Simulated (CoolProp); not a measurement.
R1224YDZ along the isotherm 199.95 °C: fugacity coefficient from the reference equation and from simpler models built on Tc = 155.5 °C, pc = 3.334 MPa, ω = 0.325; each cubic takes its own stable root.

Model: reference Helmholtz-energy equation of state, Akasaka 2023, in CoolProp.

```csv
p (MPa),phase,reference,Redlich-Kwong,Peng-Robinson
1.85,gas,0.8687,0.8628,0.8561
3.7,supercritical,0.7461,0.7330,0.7266
5.56,supercritical,0.6309,0.6099,0.6119
7.41,supercritical,0.5339,0.5192,0.5249
9.26,supercritical,0.4691,0.4610,0.4659
11.1,supercritical,0.4259,0.4222,0.4256
13,supercritical,0.3949,0.3946,0.3962
14.8,supercritical,0.3739,0.3760,0.3759
16.7,supercritical,0.3577,0.3620,0.3600
```
